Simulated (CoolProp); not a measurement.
Vapour-liquid equilibrium of n-heptane (1) + toluene (2) at 489 K; x and y are mole fractions of (1).

Values from CoolProp's multi-fluid Helmholtz-energy mixture model, Span 2003 and Lemmon 2006; pair parameters Bell 2016.

Question: Give the bubble pressure and the first vapour's composition at x = 0.15, 0.55, 0.65. Is there an azeotrope?

Answer: x = 0.15: 1.062 MPa, y = 0.193; x = 0.55: 1.198 MPa, y = 0.587; x = 0.65: 1.221 MPa, y = 0.678. No azeotrope shows between x = 0.05 and 0.95.

The pair parameters rest on a limited set of measurements; away from them the model extrapolates.
